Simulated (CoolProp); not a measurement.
Model: reference Helmholtz-energy equation of state, Thol 2019, in CoolProp.

Task: For tetradecamethylhexasiloxane (MD4M), give the phase and the density (kg/m³), isothermal compressibility (1/MPa), expansivity (1/kK) at 298.95 °C and 9.81 bar.

Result: 
- 298.95 °C and 9.81 bar: liquid; density 593, isothermal compressibility 0.0241, expansivity 2.46
